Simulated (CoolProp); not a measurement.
R124 at several states: fugacity coefficient from the reference equation and from simpler models built on Tc = 122.3 °C, pc = 3624 kPa, ω = 0.288; each cubic takes its own stable root.

The numbers come from the reference Helmholtz-energy equation of state, de Vries 1995 in CoolProp.

```tsv
T (°C)	p (kPa)	phase	reference	van der Waals	Redlich-Kwong	Soave-Redlich-Kwong
96.65	105	gas	0.9874	0.9899	0.9881	0.9877
-111.85	1730	liquid	3.616e-5	(withheld)	(withheld)	3.807e-5
-134.55	1190	liquid	1.459e-6	0.005495	1.041e-5	1.648e-6
53.05	23	gas	0.9958	0.9970	0.9963	0.9960
129.25	3340	gas	0.7097	(withheld)	0.7120	0.7151
```

Question: Complete the blanks.

Answer: 
- -111.85, van der Waals: 0.01488
- -111.85, Redlich-Kwong: 0.0001912
- 129.25, van der Waals: 0.7365
